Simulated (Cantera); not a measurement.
## Low-pressure radical oxidation in H2/O2

A perfectly stirred reactor is fed with 9.94 % H₂, 58.5 % O₂, 31.6 % N₂, at 0.0133 bar; it is held at 975 K, and followed from long to short residence time.

Model: the H2/O2 subset of GRI-Mech 3.0, which has no nitrogen chemistry, integrated in Cantera. Radical loss at walls, strong at low pressure, is not modelled. The temperature is held fixed by assumption; the heat of reaction is taken as removed at once.

```
τ (s)       x H₂   x O₂       x H      x O    x HO₂      x OH   x H₂O₂
-------  -------  -----  --------  -------  -------  --------  -------
0.56     0.00138  0.562  0.000575  0.00168  5.62e-6  0.000601  1.97e-7
0.19     0.00254  0.561   0.00163  0.00312  6.73e-6  0.000918  2.19e-7
0.066    0.00462  0.559   0.00434  0.00549  7.53e-6   0.00138  2.32e-7
0.023    0.00842  0.555    0.0104  0.00893  7.86e-6   0.00200  2.36e-7
0.0077    0.0159  0.552    0.0201   0.0125  7.64e-6   0.00270  2.35e-7
0.0026    0.0310  0.554    0.0258   0.0129  6.95e-6   0.00312  2.39e-7
0.00091   0.0602  0.566    0.0177  0.00843  5.81e-6   0.00258  2.02e-7
```
x: mole fraction; the columns are a selection and need not sum to one.
